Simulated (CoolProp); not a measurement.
Vapour-liquid equilibrium of propylene (1) + R115 (2) at 278.2 K; x and y are mole fractions of (1).

Values from CoolProp's multi-fluid Helmholtz-energy mixture model, Lemmon 2013 and Lemmon 2016; pair parameters Bell 2016.

### Question
Give the bubble pressure and the first vapour's composition at x = 0.05, 0.2, 0.35. Is there an azeotrope?

### Answer
x = 0.05: 0.5484 MPa, y = 0.098; x = 0.2: 0.6329 MPa, y = 0.316; x = 0.35: 0.6923 MPa, y = 0.463. y crosses x between x = 0.65 and 0.8: the model has an azeotrope there.

Pair parameters are fitted to limited data, so mixtures are less certain than the pure fluids.
